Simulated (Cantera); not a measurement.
An adiabatic, constant-volume homogeneous reactor starts with C2H4 : O2 : N2 : H2O = 1 : 4.76 : 29 : 1.1 (molar parts), equivalence ratio 0.63, at 1575 K and 16.0 bar.

Computed with Cantera and GRI-Mech 3.0 (53 species, 325 reactions). GRI-Mech 3.0 was tuned for natural gas; its chemistry of ethylene as a main component is partial and can be far from experiment. The pressure lies above the range GRI-Mech 3.0 was tuned for (to about 10 atm).

### Question
Predict: time of steepest temperature rise; temperature at 1.00 s; equilibrium temperature; x(O2) at 1.00 s; x(HO2) at 1.00 s; x(N2O) at 1.00 s.

### Answer
* **time of steepest temperature rise**: 3.98 µs
* **temperature at 1.00 s**: 2658 K
* **equilibrium temperature**: 2658 K
* **x(O2) at 1.00 s**: 0.0424 (gas-phase equilibrium 0.0424)
* **x(HO2) at 1.00 s**: 1.31e-5 (gas-phase equilibrium 1.31e-5)
* **x(N2O) at 1.00 s**: 3.95e-6 (gas-phase equilibrium 3.95e-6)
